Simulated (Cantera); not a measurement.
What does this Cantera script print?

```python
import numpy as np
import cantera as ct

gas_names = """
    H HO2 H2 H2O H2O2 O OH O2 O3 Ta TaO TaO2
""".split()
cond_names = """
    H2O(s) H2O(L) Ta(cr) Ta(L) Ta2O5(s) Ta2O5(L)
""".split()


# ... load() reads the species with a 1 bar reference pressure and builds the phases ...
atoms = {
    'Ta': {'Ta': 1},
    'H2O': {'H': 2, 'O': 1},
    'H2': {'H': 2},
}
top_T = {}  # K; cautious upper limits of use, not melting points


# ... equilibrate(T, P, feed) seeds the gas with the atoms and calls Mixture.equilibrate('TP', solver="vcs", rtol=1e-11, max_steps=5000) ...
results = []
feed = {'Ta': 1, 'H2O': 6.2, 'H2': 5.6}  # mol
T = 1525  # K
P = 6600  # Pa
mix = equilibrate(T, P, feed)
results.append((T, P, feed, dict(zip(mix.species_names, mix.species_moles))))
print(gas.report(threshold=0.0001))
for i in range(1, mix.n_phases):
    print(f"{mix.phase(i).name:16s} {mix.phase_moles(i):12.5e} mol")
```

Result:

```
       temperature   1525 K
          pressure   6600 Pa
           density   0.0036605 kg/m^3
  mean mol. weight   7.0324 kg/kmol
   phase of matter   gas

                          1 kg             1 kmol
                     ---------------   ---------------
          enthalpy       -4.9503e+06       -3.4813e+07  J
   internal energy       -6.7534e+06       -4.7492e+07  J
           entropy             32676        2.2979e+05  J/K
    Gibbs function       -5.4782e+07       -3.8525e+08  J
 heat capacity c_p              5290             37201  J/K
 heat capacity c_v            4107.7             28887  J/K

                      mass frac. Y      mole frac. X     chem. pot. / RT
                     ---------------   ---------------   ---------------
                H2           0.19677           0.68638           -21.745
               H2O           0.80322           0.31355           -49.297
     [  +10 minor]         1.355e-05         7.737e-05

Ta(cr)            0.00000e+00 mol
Ta2O5(s)          5.00000e-01 mol
```

These are equilibrium values from Cantera (NASA tables, ideal gas, pure condensed phases), not measurements of a reactor.
